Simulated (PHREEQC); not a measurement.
# Acid mine or pickling water: an equilibrium model

Model water analysis in mg/L, 83 °C, pH 3.45, pe 9.8: Na 15.4; K 9.62; Ca 49.7; Mg 24.5; Cl 68.9; S(6) as SO4 205; Zn 0.11; Li 0.00467; Al 0.194; Fe(3) 6.44.

Cl is adjusted to close the charge balance.
Valence states are taken as typed.

All values are PHREEQC results (ion-association model, wateq4f.dat), not measurements.

No solid was allowed to form.

**Question.** What ionic strength does the model give?

**Answer.** ionic strength 0.00800 mol/kgw.

**Question.** In which forms is S present?

**Answer.** SO4-2 66 %, MgSO4 16 %, CaSO4 9.5 %, HSO4- 7.5 % of the S.

Examples of supersaturated solids here: Jarosite-K, Hematite (slow to form). Others may be too. At this temperature some constants are extrapolated from 25 °C, and those without enthalpy data are left unchanged.
